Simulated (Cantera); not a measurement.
Input: 1 mol FeS2, 0.11 mol SO2, 3.3 mol CO2, equilibrated at 1923.15 K and 11.0 mbar.

Cantera equilibrium calculation (NASA polynomials, part measured and part estimated; ideal gas, pure solids and liquids). Candidate condensed phases: C, Fe, Fe(CO)5, FeO, FeS, FeSO4, FeS2, Fe2O3, Fe2(SO4)3, Fe3O4, S; 25 gas species. The tables' stoichiometric FeO is somewhat more stable than real wüstite, so its field is too wide. FeO: taken at fixed stoichiometry. Equilibrium is a limit: real reactors are often held back by kinetics, nucleation or transport.

**Question.** What is the equilibrium state?

**Answer.** 
```json
{
 "x(CO)": "0.511",
 "x(CO2)": "0.164",
 "x(SO2)": "0.152",
 "x(S2)": "0.110",
 "x(SO)": "0.0506",
 "x(S)": "0.00596",
 "x(Fe)": "0.00455",
 "x(S2O)": "0.00112",
 "x(COS)": "0.000467",
 "n(FeO(l))": "0.977 mol",
 "gas_amount": "4.887 mol",
 "log10 activity of Fe(l) (absent)": "-0.47",
 "log10 activity of S(l) (absent)": "-3.00",
 "log10 activity of C(graphite) (absent)": "-6.18"
}
```
